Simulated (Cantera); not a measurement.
A Cantera script and what it prints.

```python
import numpy as np
import cantera as ct

gas_names = """
    H HNO HNO2 HNO3 HO2 H2 H2O H2O2 N NH NH2 NH3 NH2OH NO NO2 NO3 N2 N2H2 N2H4 N2O O OH O2 O3 Si SiH
    SiH2 SiH3 SiH4 SiN SiO SiO2 Si2 Si2N Si3
""".split()
cond_names = """
    H2O(s) H2O(L) Si(cr) Si(L) SiO2(Lqz) SiO2(hqz) SiO2(L) Si2N2O(s) Si3N4(a)
""".split()


# ... load() reads the species with a 1 bar reference pressure and builds the phases ...
atoms = {
    'Si': {'Si': 1},
    'N2O': {'N': 2, 'O': 1},
    'H2': {'H': 2},
}
top_T = {'Si2N2O(s)': 2100, 'Si3N4(a)': 2400}  # K; cautious upper limits of use, not melting points


# ... equilibrate(T, P, feed) seeds the gas with the atoms and calls Mixture.equilibrate('TP', solver="vcs", rtol=1e-11, max_steps=5000) ...
results = []
feed = {'Si': 1, 'N2O': 0.049, 'H2': 96}  # mol
P = 900  # Pa
for T in [1275, 1375, 1475, 1575, 1675, 1775, 1875, 1975, 2075]:
    mix = equilibrate(T, P, feed)
    results.append((T, P, feed, dict(zip(mix.species_names, mix.species_moles))))

top = {s: max(r[3][s] / sum(r[3][g] for g in gas_names) for r in results) for s in gas_names}
cols = sorted((s for s in top if top[s] > 0.001), key=lambda s: -top[s])[:5]
seen = [c for c in cond_names if any(r[3].get(c, 0) > 1e-12 for r in results)]
print("log10 of partial pressures in bar; condensed amounts in mol")
print(f"{'T/K':>10s}" + "".join(f"{s[:9]:>10s}" for s in cols + seen))
for T, P, feed, n in results:
    ng = sum(n[g] for g in gas_names)
    print(f"{T:10.4g}" + "".join(f"{np.log10(max(n[s] / ng * P / 1e5, 1e-99)):10.3f}" for s in cols)
          + "".join(f"{n.get(c, 0):10.4g}" for c in seen))
```

Output:

```
log10 of partial pressures in bar; condensed amounts in mol
       T/K        H2         H        Si    Si(cr)     Si(L) Si2N2O(s)
      1275    -2.046    -7.155   -10.715    0.9022         0    0.0488
      1375    -2.046    -6.488    -9.387    0.9054         0   0.04562
      1475    -2.046    -5.910    -8.240    0.9409         0  0.009912
      1575    -2.046    -5.405    -7.241    0.9499         0         0
      1675    -2.047    -4.959    -6.363    0.9445         0         0
      1775    -2.048    -4.562    -5.659         0    0.9219         0
      1875    -2.050    -4.208    -5.043         0    0.8383         0
      1975    -2.054    -3.891    -4.490         0    0.5599         0
      2075    -2.063    -3.606    -4.099         0         0         0
```

Method: chemical equilibrium by Gibbs-energy minimisation in Cantera with the NASA 1993 tables (ideal gas, pure condensed phases). Mutual solubility and eutectic melting of coexisting phases are not modelled. Gases not in the tables: Si2H6 and higher silanes.
